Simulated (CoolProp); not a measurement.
Vapour-liquid equilibrium of C2F6 (R116) (1) + propylene (2) at 237.8 K; x and y are mole fractions of (1).

Computed with CoolProp (multi-fluid Helmholtz-energy mixture model, Lemmon 2006 and Lemmon 2013; pair parameters Bell 2016).

Question: Give the bubble pressure and the first vapour's composition at x = 0.55, 0.65, 0.85. Is there an azeotrope?

Answer: x = 0.55: 0.6203 MPa, y = 0.754; x = 0.65: 0.6328 MPa, y = 0.773; x = 0.85: 0.6526 MPa, y = 0.856. y crosses x between x = 0.85 and 0.95: the model has an azeotrope there.

Pair parameters are fitted to limited data, so mixtures are less certain than the pure fluids. With so large a gap from Raoult's law the liquid may split in two, which this calculation doesn't test in full.
